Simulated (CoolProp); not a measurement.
Vapour-liquid equilibrium of propane (1) + isopentane (2) at 70.55 °C; x and y are mole fractions of (1).

Values from CoolProp's multi-fluid Helmholtz-energy mixture model, Lemmon 2009 and Lemmon 2006; pair parameters Kunz 2012.

```json
[
 {"x": "0.05", "bubble pressure, mixture model (kPa)": "471.0", "bubble pressure, Raoult's law (kPa)": "474.1", "y, mixture model": "0.244", "y, Raoult's law": "0.276"},
 {"x": "0.2", "bubble pressure, mixture model (kPa)": "784.3", "bubble pressure, Raoult's law (kPa)": "812.1", "y, mixture model": "?", "y, Raoult's law": "0.644"},
 {"x": "0.35", "bubble pressure, mixture model (kPa)": "?", "bubble pressure, Raoult's law (kPa)": "1150", "y, mixture model": "0.725", "y, Raoult's law": "0.796"},
 {"x": "0.5", "bubble pressure, mixture model (kPa)": "1399", "bubble pressure, Raoult's law (kPa)": "1488", "y, mixture model": "?", "y, Raoult's law": "0.879"},
 {"x": "0.65", "bubble pressure, mixture model (kPa)": "?", "bubble pressure, Raoult's law (kPa)": "1826", "y, mixture model": "0.879", "y, Raoult's law": "0.931"},
 {"x": "0.8", "bubble pressure, mixture model (kPa)": "?", "bubble pressure, Raoult's law (kPa)": "2164", "y, mixture model": "?", "y, Raoult's law": "0.967"},
 {"x": "0.95", "bubble pressure, mixture model (kPa)": "2465", "bubble pressure, Raoult's law (kPa)": "2502", "y, mixture model": "?", "y, Raoult's law": "0.993"}
]
```

Complete the blanks.


- 0.2, y, mixture model: 0.577
- 0.35, bubble pressure, mixture model (kPa): 1089
- 0.5, y, mixture model: 0.815
- 0.65, bubble pressure, mixture model (kPa): 1723
- 0.8, bubble pressure, mixture model (kPa): 2071
- 0.8, y, mixture model: 0.932
- 0.95, y, mixture model: 0.982

The largest gap from Raoult's law is -6.0 % in bubble pressure, at x = 0.5. No azeotrope shows between x = 0.05 and 0.95.

The pair parameters rest on a limited set of measurements; away from them the model extrapolates.
